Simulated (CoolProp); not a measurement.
The numbers come from the reference Helmholtz-energy equation of state, Jacobsen 1992 in CoolProp.

Task: For R11, give the phase and the Z, isothermal compressibility (1/MPa), viscosity (µPa s), Prandtl number at 500 K and 29.4 MPa.

Result: 
- 500 K and 29.4 MPa: supercritical; Z 0.864, isothermal compressibility 0.00600, viscosity 159, Prandtl number 2.54

Viscosity comes from a separate model (Klein 1997), an estimate that may be off by 10 % or more. Thermal conductivity comes from a separate model (McLinden 2000), an estimate that may be off by 10 % or more.
